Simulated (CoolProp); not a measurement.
Carbon dioxide at 293.15 K and 9.82 MPa flows at 0.056 m/s in a round tube of 20 mm bore and 45 µm roughness, fully developed (64/Re and Nu = 3.66 if laminar; Colebrook and Gnielinski if turbulent). Each further row changes one setting.

The numbers come from the reference Helmholtz-energy equation of state, Span 1996 in CoolProp.

```csv
case,Reynolds number,Darcy friction factor,pressure drop (Pa/m),heat-transfer coefficient (W/(m² K)),mass flow (kg/h)
as stated,11700,0.0331,2.22,[?],[?]
velocity 0.112 m/s,23300,0.0296,[?],575,108
diameter 40 mm,23300,0.0274,[?],270,216
```

**Question.** Complete the blanks.

**Answer.** 
- as stated, heat-transfer coefficient (W/(m² K)): 301
- as stated, mass flow (kg/h): 54.1
- velocity 0.112 m/s, pressure drop (Pa/m): 7.91
- diameter 40 mm, pressure drop (Pa/m): 0.918

Viscosity comes from a separate model (Laesecke 2017). Thermal conductivity comes from a separate model (Huber 2016).
